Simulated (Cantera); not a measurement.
Feed: 1 mol Al, 0.93 mol HCl, 29 mol N₂, 6.4 mol H₂O, held at 948 K and 1.33 mbar.

Method: chemical equilibrium by Gibbs-energy minimisation in Cantera with the NASA 1993 tables (ideal gas, pure condensed phases). Candidate condensed phases: Al, AlCl₃, AlN, Al₂O₃, H₂O, NH₄Cl; 45 gas species. Condensed phases not in the tables: AlOCl. The numbers say what is thermodynamically allowed, not how fast it happens.

Base state: N₂ 0.798, H₂O 0.135, H₂ 0.0413, HCl 0.0256 (mole fractions); condensed: Al₂O₃(s).

Q: What changes in the equilibrium state with this change: 0.49 mol O₂ added?

A: 
```
species        before   after
-------------  ------  ------
N₂              0.798   0.798
H₂O             0.135   0.162
HCl            0.0256  0.0256
H₂             0.0413  0.0143
Al₂O₃(s), mol   0.500   0.500
```
